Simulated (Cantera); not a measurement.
An isothermal, constant-pressure homogeneous reactor starts with 72.5 % CH4, 27.5 % H2O, at 1773 K and 1100000 Pa.

Computed with Cantera and GRI-Mech 3.0 (53 species, 325 reactions). GRI-Mech 3.0 stops at C3 and has no aromatics, soot or wall deposition, so with more carbon than oxygen in the feed, carbon stays in small species such as C2H2 where larger ones or solid carbon would form.

x: mole fraction; the columns are a selection and need not sum to one.

```json
[
 {"t (s)": "0.00100", "x CH4": "0.278", "x H2O": "0.204", "x C2H4": "0.0188", "x CO": "0.00259", "x HCO": "(withheld)", "x C2H": "1.01e-7"},
 {"t (s)": "0.00388", "x CH4": "0.142", "x H2O": "0.174", "x C2H4": "0.0231", "x CO": "0.00976", "x HCO": "(withheld)", "x C2H": "1.31e-7"},
 {"t (s)": "0.0151", "x CH4": "0.119", "x H2O": "0.139", "x C2H4": "0.0226", "x CO": "0.0337", "x HCO": "(withheld)", "x C2H": "1.20e-7"},
 {"t (s)": "0.0585", "x CH4": "0.116", "x H2O": "0.0769", "x C2H4": "0.0185", "x CO": "0.0845", "x HCO": "(withheld)", "x C2H": "8.64e-8"},
 {"t (s)": "0.227", "x CH4": "0.108", "x H2O": "0.0182", "x C2H4": "0.0140", "x CO": "0.137", "x HCO": "(withheld)", "x C2H": "5.79e-8"},
 {"t (s)": "0.881", "x CH4": "0.105", "x H2O": "0.000311", "x C2H4": "0.0125", "x CO": "0.154", "x HCO": "7.60e-8", "x C2H": "4.99e-8"},
 {"t (s)": "3.42", "x CH4": "0.105", "x H2O": "1.41e-5", "x C2H4": "0.0125", "x CO": "0.154", "x HCO": "7.62e-8", "x C2H": "4.98e-8"},
 {"t (s)": "13.3", "x CH4": "0.105", "x H2O": "1.41e-5", "x C2H4": "0.0125", "x CO": "0.154", "x HCO": "7.62e-8", "x C2H": "4.98e-8"},
 {"t (s)": "51.5", "x CH4": "0.105", "x H2O": "1.41e-5", "x C2H4": "0.0125", "x CO": "0.154", "x HCO": "7.62e-8", "x C2H": "4.98e-8"},
 {"t (s)": "200", "x CH4": "0.105", "x H2O": "1.41e-5", "x C2H4": "0.0125", "x CO": "0.154", "x HCO": "7.62e-8", "x C2H": "4.98e-8"}
]
```

What belongs in the gaps?


- 0.00100, x HCO: 4.82e-9
- 0.00388, x HCO: 6.10e-9
- 0.0151, x HCO: 1.66e-8
- 0.0585, x HCO: 4.05e-8
- 0.227, x HCO: 6.71e-8
